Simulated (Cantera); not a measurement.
Thermodynamics of nitride etching, feed BN + O₂ + H₂

Input: 1 mol BN, 0.12 mol O₂, 5.1 mol H₂.

These are equilibrium values from Cantera (NASA tables, ideal gas, pure condensed phases), not measurements of a reactor. Candidate condensed phases: B, BN, B₂O₃, B₃O₃H₃, H₂O; 39 gas species. Mutual solubility and eutectic melting of coexisting phases are not modelled. Kinetics and transport are ignored.

Stable condensed phases:

```
T in K \ P in Pa
              1    3.2     10     32    100    320   1000   3200  10000  32000 100000
   2050       A      A      A      A      A      B      B      C      C      C      C
   1975       A      A      A      A      B      B      C      C      C      C      C
   1900       A      A      A      B      B      C      C      C      C      C      C
   1825       A      A      B      C      C      C      C      C      C      C      C
   1750       A      B      C      C      C      C      C      C      C      C      D
   1675       B      C      C      C      C      C      C      C      C      D      D
   1600       C      C      C      C      C      C      C      D      D      D      D
   1525       C      C      C      C      C      C      D      D      D      D      D
   1450       C      C      C      C      C      D      D      D      D      D      D
```

A: B; B: B + BN; C: BN; D: BN + B₂O₃.
